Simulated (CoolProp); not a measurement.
Vapour-liquid equilibrium of R124 (1) + R142b (2) at 237.2 K; x and y are mole fractions of (1).

Model: multi-fluid Helmholtz-energy mixture model, de Vries 1995 and Lemmon 2006; pair parameters Bell 2016, in CoolProp.

```tsv
x	bubble pressure, mixture model (kPa)	bubble pressure, Raoult's law (kPa)	y, mixture model	y, Raoult's law
0.05	29.62	29.71	0.053	0.055
0.125	29.74	29.95	0.130	0.137
0.2	29.85	30.20	0.208	0.218
0.275	29.97	30.45	0.286	0.297
0.35	30.10	30.70	0.364	0.375
0.425	30.26	30.95	0.442	0.451
0.5	30.44	31.19	0.520	0.527
0.575	30.65	31.44	0.598	0.601
0.65	30.91	31.69	0.676	0.674
0.725	31.22	31.94	0.751	0.746
0.8	31.59	32.19	0.825	0.816
0.875	32.01	32.43	0.894	0.886
0.95	32.49	32.68	0.960	0.955
```

The largest gap from Raoult's law is -2.5 % in bubble pressure, at x = 0.575. No azeotrope shows between x = 0.05 and 0.95.

Pair parameters are fitted to limited data, so mixtures are less certain than the pure fluids.
